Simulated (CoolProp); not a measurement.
Properties of isobutene along the isobar 57.1 bar (Tc = 418.1 K, pc = 40.16 bar, ω = 0.193).

The numbers come from the reference Helmholtz-energy equation of state, Lemmon 2005 in CoolProp. It is a short technical equation, of lower accuracy than the large ones.

```json
[
 {"T (K)": "139.8", "phase": "liquid", "Joule-Thomson coefficient (K/MPa)": "-0.5625", "isothermal compressibility (1/MPa)": "0.0005651", "expansivity (1/kK)": "1.330"},
 {"T (K)": "184.8", "phase": "liquid", "Joule-Thomson coefficient (K/MPa)": "-0.5264", "isothermal compressibility (1/MPa)": "0.0008320", "expansivity (1/kK)": "1.393"},
 {"T (K)": "229.9", "phase": "liquid", "Joule-Thomson coefficient (K/MPa)": "-0.4667", "isothermal compressibility (1/MPa)": "0.001265", "expansivity (1/kK)": "1.519"},
 {"T (K)": "274.9", "phase": "liquid", "Joule-Thomson coefficient (K/MPa)": "-0.3725", "isothermal compressibility (1/MPa)": "0.002036", "expansivity (1/kK)": "1.749"},
 {"T (K)": "319.9", "phase": "liquid", "Joule-Thomson coefficient (K/MPa)": "-0.2166", "isothermal compressibility (1/MPa)": "0.003638", "expansivity (1/kK)": "2.180"},
 {"T (K)": "364.9", "phase": "liquid", "Joule-Thomson coefficient (K/MPa)": "0.1040", "isothermal compressibility (1/MPa)": "0.008038", "expansivity (1/kK)": "3.139"},
 {"T (K)": "410", "phase": "liquid", "Joule-Thomson coefficient (K/MPa)": "1.259", "isothermal compressibility (1/MPa)": "0.03291", "expansivity (1/kK)": "6.843"},
 {"T (K)": "455", "phase": "supercritical", "Joule-Thomson coefficient (K/MPa)": "9.722", "isothermal compressibility (1/MPa)": "0.4145", "expansivity (1/kK)": "18.89"}
]
```
